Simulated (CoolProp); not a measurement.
Saturation properties of R1224YDZ (Tc = 428.7 K, pc = 3.334 MPa, ω = 0.325).

Computed with CoolProp (reference Helmholtz-energy equation of state, Akasaka 2023).

```
T (K)  p (MPa)  enthalpy of vaporisation (kJ/kg)  liquid cp (kJ/(kg K))
-----  -------  --------------------------------  ---------------------
289.5   0.1073                             168.7                  1.132
299.5   0.1547                             163.8                  1.152
309.6   0.2175                             158.7                  1.174
319.6   0.2975                             153.3                  1.198
329.7   0.3991                             147.6                  1.224
339.8   0.5251                             141.5                  1.253
349.8   0.6771                             135.1                  1.286
359.9   0.8618                             128.0                  1.323
369.9    1.079                             120.3                  1.368
380      1.339                             111.5                  1.424
390      1.639                             101.7                  1.498
```

It boils at 288.0 K under 1 atm.
